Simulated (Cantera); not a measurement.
## Thermodynamics of aluminium nitride and oxide growth, feed AlCl3 + N2 + H2 + HCl

Feed: 1 mol AlCl3, 83 mol N2, 2.5 mol H2, 1.5 mol HCl, held at 81.0 mbar.

Method: chemical equilibrium by Gibbs-energy minimisation in Cantera with the NASA 1993 tables (ideal gas, pure condensed phases). Candidate condensed phases: Al, AlCl3, AlN, NH4Cl; 20 gas species. The tables' values for AlCl2 are old estimates; treat these amounts as uncertain. Equilibrium is a limit: real reactors are often held back by kinetics, nucleation or transport.

```json
[
 {"T (K)": "1050", "x N2": "0.943", "x H2": "0.0284", "x HCl": "0.0170", "x AlCl3": "0.0114"},
 {"T (K)": "1125", "x N2": "0.943", "x H2": "0.0284", "x HCl": "0.0170", "x AlCl3": "0.0114"},
 {"T (K)": "1200", "x N2": "0.943", "x H2": "0.0284", "x HCl": "0.0171", "x AlCl3": "0.0113"},
 {"T (K)": "1275", "x N2": "0.943", "x H2": "0.0284", "x HCl": "0.0171", "x AlCl3": "0.0113"},
 {"T (K)": "1350", "x N2": "0.943", "x H2": "0.0283", "x HCl": "0.0172", "x AlCl3": "0.0112"},
 {"T (K)": "1425", "x N2": "0.943", "x H2": "0.0281", "x HCl": "0.0176", "x AlCl3": "0.0109"},
 {"T (K)": "1500", "x N2": "0.942", "x H2": "0.0277", "x HCl": "0.0185", "x AlCl3": "0.0103"},
 {"T (K)": "1575", "x N2": "0.942", "x H2": "0.0268", "x HCl": "0.0202", "x AlCl3": "0.00916"},
 {"T (K)": "1650", "x N2": "0.940", "x H2": "0.0255", "x HCl": "0.0226", "x AlCl3": "0.00762"},
 {"T (K)": "1725", "x N2": "0.939", "x H2": "0.0240", "x HCl": "0.0255", "x AlCl3": "0.00589"},
 {"T (K)": "1800", "x N2": "0.938", "x H2": "0.0224", "x HCl": "0.0284", "x AlCl3": "0.00423"}
]
```
x: gas mole fraction; nothing condenses.

From 1050 K to 1800 K nothing is condensed. The main Al-bearing gas is AlCl3 at 1050 K and AlCl at 1800 K.
